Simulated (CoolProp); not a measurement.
Vapour-liquid equilibrium of toluene (1) + ethylbenzene (2) at 343.4 K; x and y are mole fractions of (1).

Model: multi-fluid Helmholtz-energy mixture model, Lemmon 2006 and Zhou 2012; pair parameters Bell 2016, in CoolProp.

```tsv
x	bubble pressure, mixture model (kPa)	bubble pressure, Raoult's law (kPa)	y, mixture model	y, Raoult's law
0.05	12.25	12.22	0.114	0.112
0.2	14.59	14.62	0.369	0.375
0.35	16.84	17.03	0.553	0.564
0.5	19.11	19.43	0.697	0.706
0.65	21.49	21.83	0.813	0.817
0.8	23.99	24.24	0.907	0.906
0.95	26.58	26.64	0.980	0.979
```

The largest gap from Raoult's law is -1.6 % in bubble pressure, at x = 0.5. No azeotrope shows between x = 0.05 and 0.95.

The pair parameters rest on a limited set of measurements; away from them the model extrapolates.
